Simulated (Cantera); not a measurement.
A perfectly stirred reactor is fed with CO : H₂ : CH₄ : O₂ : N₂ = 1 : 0.31 : 0.37 : 1.81 : 6.81 (molar parts), at 7500 Torr; it is adiabatic with a 575 K inlet, and is followed from long to short residence time, starting on the burning branch (τ in s: 0.067, 0.029, 0.013, 0.0057, 0.0025, 0.0011, 0.00048, 0.00021, 9.3e-05, 4.1e-05, 1.8e-05, 7.9e-06).

Model: GRI-Mech 3.0 (53 species, 325 reactions), integrated in Cantera.

### Question
What does this change do: CH4 0.37 to 0.53 parts?

### Answer
```json
[
 {"quantity": "blow-out, bracketed by the residence times tried", "before": "burning at 18.0 µs, out at 7.90 µs", "after": "burning at 7.90 µs, the shortest tried"},
 {"quantity": "x(CO) at τ = 67.0 ms", "before": "0.00243", "after": "0.0121"},
 {"quantity": "x(H₂) at τ = 67.0 ms", "before": "0.000333", "after": "0.00187"},
 {"quantity": "x(CH₄) at τ = 67.0 ms", "before": "3.15e-7", "after": "2.55e-7"},
 {"quantity": "x(H₂O) at τ = 67.0 ms", "before": "0.107", "after": "0.134"},
 {"quantity": "x(HCO) at τ = 67.0 ms", "before": "1.75e-9", "after": "7.54e-9"},
 {"quantity": "x(CO) at τ = 0.480 ms", "before": "0.00826", "after": "0.0192"},
 {"quantity": "x(H₂) at τ = 0.480 ms", "before": "0.000941", "after": "0.00295"},
 {"quantity": "x(CH₄) at τ = 0.480 ms", "before": "2.50e-5", "after": "2.40e-5"},
 {"quantity": "x(H₂O) at τ = 0.480 ms", "before": "0.105", "after": "0.132"},
 {"quantity": "x(HCO) at τ = 0.480 ms", "before": "2.19e-7", "after": "3.25e-7"}
]
```

### Question
What does this change do: CH4 0.37 to 0.24 parts?

### Answer
```
quantity                                                                      before                               after
------------------------------------------------  ----------------------------------  ----------------------------------
blow-out, bracketed by the residence times tried  burning at 18.0 µs, out at 7.90 µs  burning at 41.0 µs, out at 18.0 µs
x(CO) at τ = 67.0 ms                                                         0.00243                            0.000527
x(H₂) at τ = 67.0 ms                                                        0.000333                             6.27e-5
x(CH₄) at τ = 67.0 ms                                                        3.15e-7                             5.24e-7
x(H₂O) at τ = 67.0 ms                                                          0.107                              0.0823
x(HCO) at τ = 67.0 ms                                                        1.75e-9                             1.02e-9
x(CO) at τ = 0.480 ms                                                        0.00826                             0.00576
x(H₂) at τ = 0.480 ms                                                       0.000941                            0.000437
x(CH₄) at τ = 0.480 ms                                                       2.50e-5                             2.76e-5
x(H₂O) at τ = 0.480 ms                                                         0.105                              0.0807
x(HCO) at τ = 0.480 ms                                                       2.19e-7                             1.48e-7
```
